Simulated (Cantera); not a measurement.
Charge: 1 mol Si(CH3)4, 1.2 mol CH4, 63 mol H2, 0.0058 mol C2H2, held at 0.133 bar.

Method: chemical equilibrium by Gibbs-energy minimisation in Cantera with the NASA 1993 tables (ideal gas, pure condensed phases). Candidate condensed phases: C, C6H6, C7H8, C8H18, Si, SiC; 87 gas species. Gases not in the tables: Si2H6 and higher silanes. Rates play no part.

x: gas mole fraction; n: condensed amount in mol.

```tsv
T (K)	x H2	x H	x C2H2 (acetylene)	x CH4	x Si	x SiC2	x SiH	n C(graphite)	n SiC(s)
1000	0.988	6.18e-9	1.13e-9	0.0124	<1e-12	<1e-12	<1e-12	[?]	1.00
1200	0.998	5.40e-7	1.02e-7	0.00210	<1e-12	<1e-12	<1e-12	4.06	1.00
1400	0.999	1.33e-5	2.52e-6	0.000575	2.96e-11	<1e-12	5.39e-11	4.17	1.00
1600	1.000	0.000149	2.75e-5	0.000217	7.69e-9	2.99e-11	6.11e-9	4.19	1.000
1800	0.999	0.000980	0.000175	0.000102	5.74e-7	8.36e-9	2.39e-7	4.18	1.000
2000	0.995	0.00444	0.000764	5.60e-5	1.79e-5	7.41e-7	4.42e-6	4.10	0.998
2200	0.982	0.0153	0.00252	3.38e-5	0.000297	2.85e-5	4.75e-5	3.87	0.968
2400	0.946	0.0424	0.00660	2.12e-5	0.00306	0.000588	0.000337	[?]	0.648
2600	0.875	0.0983	0.0142	1.31e-5	0.00830	0.00284	0.000647	[?]	0
```

Complete the blanks.


- 1000, n C(graphite): 3.34
- 2400, n C(graphite): 3.47
- 2600, n C(graphite): 2.52
